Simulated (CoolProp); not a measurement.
Propylene along the isobar 52 bar: density (kg/m³) from the reference equation and from simpler models built on Tc = 364.2 K, pc = 45.55 bar, ω = 0.146; each cubic takes its own stable root.

Values from CoolProp's reference Helmholtz-energy equation of state, Lemmon 2013.

```
T (K)   phase  reference  van der Waals  Redlich-Kwong  Soave-Redlich-Kwong  Peng-Robinson
-----  ------  ---------  -------------  -------------  -------------------  -------------
262.4  liquid      569.8          369.0          525.8                534.9          604.3
274.8  liquid      553.1          359.1          507.5                517.0          584.3
287.3  liquid      535.2          348.5          487.6                497.4          562.3
299.7  liquid      516.2          337.0          466.2                476.1          538.0
312.1  liquid      495.5          324.4          442.6                452.3          510.8
324.6  liquid      472.2          310.2          416.0                425.0          479.3
337    liquid      445.2          293.8          385.5                393.3          442.5
349.4  liquid      411.5          273.8          348.4                354.2          396.6
```
